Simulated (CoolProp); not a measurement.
A single-stage vapour-compression cycle with fluoroethane (R161): evaporating at 232.15 K (dew point), condensing at 277.15 K (bubble point), superheat 2 K, subcooling 5 K, compressor efficiency 0.75, no pressure losses. Each further row changes one setting.

The numbers come from the reference Helmholtz-energy equation of state, Wu 2012 in CoolProp.

```
case                              cooling COP  pressure ratio  discharge temperature (K)  refrigerating effect (kJ/kg)  volumetric capacity (kJ/m³)
--------------------------------  -----------  --------------  -------------------------  ----------------------------  ---------------------------
as stated                                3.35            5.77                      327.9                           349                          766
evaporating temperature 237.15 K         3.93            4.57                        ___                           354                          964
condensing temperature 272.15 K           ___             ___                      319.0                           360                          790
subcooling 10 K                           ___            5.77                      327.9                           360                          789
superheat 12 K                           3.31            5.77                      338.8                           360                          ___
compressor efficiency 0.65               2.91            5.77                      339.1                           349                          766
```

Q: Complete the blanks.

A: 
- evaporating temperature 237.15 K, discharge temperature (K): 321.1
- condensing temperature 272.15 K, cooling COP: 3.85
- condensing temperature 272.15 K, pressure ratio: 4.90
- subcooling 10 K, cooling COP: 3.45
- superheat 12 K, volumetric capacity (kJ/m³): 755
